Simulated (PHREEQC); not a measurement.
Dissolve 0.14 mol/kgw CdBr2 at 25 °C. Closed to the air; pH follows from the charge balance.

Equilibrium calculation in PHREEQC: ion-association model, wateq4f.dat.

```json
[
 {"quantity": "pH", "before": "6.13", "after": "6.55"},
 {"quantity": "ionic strength (mol/kgw)", "before": "0.136", "after": "0.00357"},
 {"quantity": "Br- (mol/kgw)", "before": "0.121", "after": "0.00248"},
 {"quantity": "CdBr+ (mol/kgw)", "before": "0.0914", "after": "0.000308"},
 {"quantity": "CdBr2 (mol/kgw)", "before": "0.0337", "after": "3.61e-6"},
 {"quantity": "Cd+2 (mol/kgw)", "before": "0.0149", "after": "0.00109"}
]
```

Problem. What was changed between the two runs?
(A) 0.086 mol/kgw MgBr2 added
(B) temperature from 25 to 80 °C
(C) diluted 100-fold with water
(D) CdBr2 from 0.14 to 0.154 mol/kgw
(E) 0.0018 mol/kgw HBr added

Solution. C, diluted 100-fold with water

This is a speciation only: nothing precipitates in the calculation.
